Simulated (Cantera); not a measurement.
Charge: 1 mol SiH2Cl2, 10 mol O2, 0.52 mol H2, at 802 °C and 20.0 Pa.

Method: chemical equilibrium by Gibbs-energy minimisation in Cantera with the NASA 1993 tables (ideal gas, pure condensed phases). Candidate condensed phases: H2O, Si, SiO2; 30 gas species. The numbers say what is thermodynamically allowed, not how fast it happens.

### Question
What is the equilibrium state?

### Answer
| Quantity | Result |
|---|---|
| x(O2) | 0.775 |
| x(HCl) | 0.171 |
| x(H2O) | 0.0492 |
| x(Cl) | 0.00305 |
| x(Cl2) | 0.00153 |
| x(OH) | 3.68e-6 |
| x(ClO) | 1.96e-6 |
| n(SiO2(β-quartz)) | 1.00 mol |
| gas amount | 11.26 mol |
| log10 activity of Si(s) (absent) | -31.03 |
